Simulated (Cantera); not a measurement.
**N₂O + H₂O + N₂ (abatement and gas-phase synthesis)**

Feed: 1 mol N₂O, 7.8 mol H₂O, 1.1 mol N₂, equilibrated at 1.20 bar.

These are equilibrium values from Cantera (NASA tables, ideal gas, pure condensed phases), not measurements of a reactor. Candidate condensed phases: H₂O; 24 gas species. Kinetics and transport are ignored.

From 2123 K to 2923 K nothing is condensed.

| T (K) | x H₂O | x N₂ | x H₂ | x OH | x O₂ | x H | x O | x NO |
|---|---|---|---|---|---|---|---|---|
| 2123 | 0.742 | 0.200 | 0.00219 | 0.00643 | 0.0461 | 0.000153 | 0.000319 | 0.00249 |
| 2223 | 0.737 | 0.199 | 0.00414 | 0.00968 | 0.0457 | 0.000376 | 0.000610 | 0.00312 |
| 2323 | 0.729 | 0.198 | 0.00737 | 0.0140 | 0.0456 | 0.000853 | 0.00111 | 0.00384 |
| 2423 | 0.717 | 0.197 | 0.0124 | 0.0197 | 0.0458 | 0.00180 | 0.00191 | 0.00467 |
| 2523 | 0.699 | 0.195 | 0.0196 | 0.0269 | 0.0466 | 0.00356 | 0.00320 | 0.00561 |
| 2623 | 0.676 | 0.192 | 0.0295 | 0.0358 | 0.0481 | 0.00661 | 0.00517 | 0.00668 |
| 2723 | 0.645 | 0.189 | 0.0421 | 0.0465 | 0.0502 | 0.0116 | 0.00814 | 0.00788 |
| 2823 | 0.606 | 0.184 | 0.0572 | 0.0588 | 0.0529 | 0.0194 | 0.0125 | 0.00922 |
| 2923 | 0.559 | 0.179 | 0.0741 | 0.0725 | 0.0558 | 0.0308 | 0.0186 | 0.0107 |
x: gas mole fraction; nothing condenses.
